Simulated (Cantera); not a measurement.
Input: 1 mol n-butane, 5.1 mol CO₂, at 0.0100 bar.

Cantera equilibrium calculation (NASA polynomials, part measured and part estimated; ideal gas, pure solids and liquids). Candidate condensed phases: C, C₆H₆, C₇H₈, C₈H₁₈, H₂O; 131 gas species. Ions and electrons are included (thermal ionisation). Equilibrium is a limit: real reactors are often held back by kinetics, nucleation or transport.

Q: At 2000 K, list the 6 most abundant gas species with their mole fractions, and the condensed phases.

A: CO 0.618, H₂ 0.295, H₂O 0.0532, CO₂ 0.0243, H 0.00884, OH 0.000159. Condensed: gas only.
